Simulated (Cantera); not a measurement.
# NO annealing gas

An isothermal, constant-pressure homogeneous reactor starts with NO : N2 = 0.4 : 3.5 (molar parts), at 2175 K and 101000 Pa.

Computed with Cantera and GRI-Mech 3.0 (53 species, 325 reactions).

| t (s) | x NO | x N2O | x O | x O2 | x NO2 |
|---|---|---|---|---|---|
| 1.00e-6 | 0.103 | 3.97e-8 | 3.98e-8 | 6.82e-12 | 1.32e-10 |
| 3.32e-6 | 0.103 | 1.31e-7 | 1.32e-7 | 7.55e-11 | 1.40e-9 |
| 1.10e-5 | 0.103 | 4.23e-7 | 4.43e-7 | 8.34e-10 | 1.36e-8 |
| 3.67e-5 | 0.103 | 1.29e-6 | 1.52e-6 | 9.43e-9 | 1.07e-7 |
| 0.000122 | 0.103 | 3.27e-6 | 5.81e-6 | 1.17e-7 | 6.16e-7 |
| 0.000405 | 0.103 | 5.35e-6 | 2.36e-5 | 1.71e-6 | 2.85e-6 |
| 0.00134 | 0.102 | 5.65e-6 | 7.56e-5 | 2.60e-5 | 9.32e-6 |
| 0.00446 | 0.102 | 5.58e-6 | 0.000120 | 0.000237 | 1.46e-5 |
| 0.0148 | 0.100 | 5.39e-6 | 0.000137 | 0.00107 | 1.66e-5 |
| 0.0493 | 0.0942 | 4.77e-6 | 0.000184 | 0.00405 | 2.12e-5 |
| 0.164 | 0.0732 | 2.95e-6 | 0.000295 | 0.0145 | 2.67e-5 |
| 0.544 | 0.0272 | 6.90e-7 | 0.000449 | 0.0374 | 1.53e-5 |
| 1.81 | 0.00665 | 3.86e-7 | 0.000503 | 0.0477 | 4.20e-6 |
| 6.00 | 0.00626 | 3.84e-7 | 0.000504 | 0.0479 | 3.96e-6 |
x: mole fraction; the columns are a selection and need not sum to one.

Equilibrium at this temperature and pressure: NO 0.00626, N2O 3.84e-7, O 0.000504, O2 0.0479, NO2 3.96e-6 (gas phase only).
